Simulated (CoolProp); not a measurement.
A Linde-Hampson liquefier for ethane: isothermal reversible compression at 320 K from 1 atm to 15 MPa, throttling to 1 atm, return gas leaving the recuperator 10 K below the feed. Each further row changes one setting.

The numbers come from the reference Helmholtz-energy equation of state, Bücker 2006 in CoolProp.

| case | liquid yield per pass | compression work (kJ/kg of gas) |
|---|---|---|
| as stated | 0.443 | 353 |
| as stated | 0.443 | 353 |
| high pressure 30 MPa | 0.453 | 390 |
| warm-end temperature 350 K | 0.342 | 414 |
| warm-end gap 15 K | 0.435 | 353 |
| high pressure 30 MPa | 0.453 | 390 |
| warm-end temperature 350 K | 0.342 | 414 |
| warm-end gap 15 K | 0.435 | 353 |
